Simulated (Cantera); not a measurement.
# Hydrocarbon pyrolysis for carbon deposition

A perfectly stirred reactor is fed with C₃H₈ : H₂ = 1 : 1.8 (molar parts), at 1050 Torr; it is held at 1475 K, and followed from long to short residence time.

Detailed kinetics in Cantera: GRI-Mech 3.0 (53 species, 325 reactions). GRI-Mech 3.0 was tuned for natural gas; its chemistry of propane as a main component is partial and can be far from experiment. GRI-Mech 3.0 stops at C3 and has no aromatics, soot or wall deposition, so with more carbon than oxygen in the feed, carbon stays in small species such as C2H2 where larger ones or solid carbon would form.

```json
[
 {"τ (s)": "20", "x C₃H₈": "4.43e-6", "x H₂": "0.542", "x C₂H₆": "0.000365", "x C₂H₄": "0.0456", "x C₂H": "4.09e-9", "x CH₃": "7.69e-5", "x CH₂": "9.52e-10"},
 {"τ (s)": "5.1", "x C₃H₈": "1.30e-5", "x H₂": "0.548", "x C₂H₆": "0.000386", "x C₂H₄": "0.0468", "x C₂H": "4.40e-9", "x CH₃": "7.96e-5", "x CH₂": "1.05e-9"},
 {"τ (s)": "1.3", "x C₃H₈": "4.28e-5", "x H₂": "0.561", "x C₂H₆": "0.000446", "x C₂H₄": "0.0497", "x C₂H": "5.32e-9", "x CH₃": "8.79e-5", "x CH₂": "1.38e-9"},
 {"τ (s)": "0.35", "x C₃H₈": "0.000132", "x H₂": "0.575", "x C₂H₆": "0.000568", "x C₂H₄": "0.0545", "x C₂H": "7.21e-9", "x CH₃": "0.000108", "x CH₂": "2.26e-9"},
 {"τ (s)": "0.091", "x C₃H₈": "0.000402", "x H₂": "0.580", "x C₂H₆": "0.000801", "x C₂H₄": "0.0624", "x C₂H": "1.03e-8", "x CH₃": "0.000151", "x CH₂": "4.54e-9"},
 {"τ (s)": "0.024", "x C₃H₈": "0.00119", "x H₂": "0.574", "x C₂H₆": "0.00125", "x C₂H₄": "0.0773", "x C₂H": "1.43e-8", "x CH₃": "0.000233", "x CH₂": "1.02e-8"},
 {"τ (s)": "0.0062", "x C₃H₈": "0.00360", "x H₂": "0.558", "x C₂H₆": "0.00215", "x C₂H₄": "0.107", "x C₂H": "1.75e-8", "x CH₃": "0.000389", "x CH₂": "2.48e-8"},
 {"τ (s)": "0.0016", "x C₃H₈": "0.0111", "x H₂": "0.538", "x C₂H₆": "0.00398", "x C₂H₄": "0.153", "x C₂H": "1.66e-8", "x CH₃": "0.000680", "x CH₂": "6.24e-8"}
]
```
x: mole fraction; the columns are a selection and need not sum to one.
